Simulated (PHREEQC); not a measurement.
Buffer

Consider water at 70 °C with 1.2 mmol/kgw KHCO3, 0.47 mmol/kgw KOH and 46 mmol/kgw NaCl. Closed to the air; pH follows from the charge balance.

Equilibrium calculation in PHREEQC: ion-association model, phreeqc.dat.

Each row changes one thing in this solution. No solid was allowed to form.

```json
[
 {"case": "as made", "pH": "8.87", "HCO3- (mol/kgw)": "0.000863", "NaCO3- (mol/kgw)": "0.000238", "CO3-2 (mol/kgw)": "8.62e-5", "NaHCO3 (mol/kgw)": "1.17e-5", "CO2 (mol/kgw)": "1.94e-6", "SI of Halite (NaCl)": "-4.46", "SI of Sylvite (KCl)": "-5.40"},
 {"case": "temperature from 70 to 55 °C", "pH": "?", "HCO3- (mol/kgw)": "0.000835", "NaCO3- (mol/kgw)": "0.000214", "CO3-2 (mol/kgw)": "0.000138", "NaHCO3 (mol/kgw)": "1.23e-5", "CO2 (mol/kgw)": "9.98e-7", "SI of Halite (NaCl)": "-4.45", "SI of Sylvite (KCl)": "?"},
 {"case": "KHCO3 from 0.0012 to 0.0018 mol/kgw", "pH": "?", "HCO3- (mol/kgw)": "0.00141", "NaCO3- (mol/kgw)": "0.000271", "CO3-2 (mol/kgw)": "9.89e-5", "NaHCO3 (mol/kgw)": "1.90e-5", "CO2 (mol/kgw)": "4.49e-6", "SI of Halite (NaCl)": "-4.46", "SI of Sylvite (KCl)": "-5.27"},
 {"case": "temperature from 70 to 65 °C", "pH": "?", "HCO3- (mol/kgw)": "0.000854", "NaCO3- (mol/kgw)": "0.000231", "CO3-2 (mol/kgw)": "0.000101", "NaHCO3 (mol/kgw)": "1.19e-5", "CO2 (mol/kgw)": "1.55e-6", "SI of Halite (NaCl)": "-4.46", "SI of Sylvite (KCl)": "-5.38"},
 {"case": "NaCl from 0.046 to 0.0506 mol/kgw", "pH": "8.85", "HCO3- (mol/kgw)": "0.000856", "NaCO3- (mol/kgw)": "0.000246", "CO3-2 (mol/kgw)": "8.33e-5", "NaHCO3 (mol/kgw)": "1.26e-5", "CO2 (mol/kgw)": "2.00e-6", "SI of Halite (NaCl)": "?", "SI of Sylvite (KCl)": "-5.37"}
]
```

Question: Fill in the missing entries.

Answer: 
- temperature from 70 to 55 °C, pH: 9.12
- temperature from 70 to 55 °C, SI of Sylvite (KCl): -5.34
- KHCO3 from 0.0012 to 0.0018 mol/kgw, pH: 8.71
- temperature from 70 to 65 °C, pH: 8.95
- NaCl from 0.046 to 0.0506 mol/kgw, SI of Halite (NaCl): -4.39

At this temperature some constants are extrapolated from 25 °C, and those without enthalpy data are left unchanged.
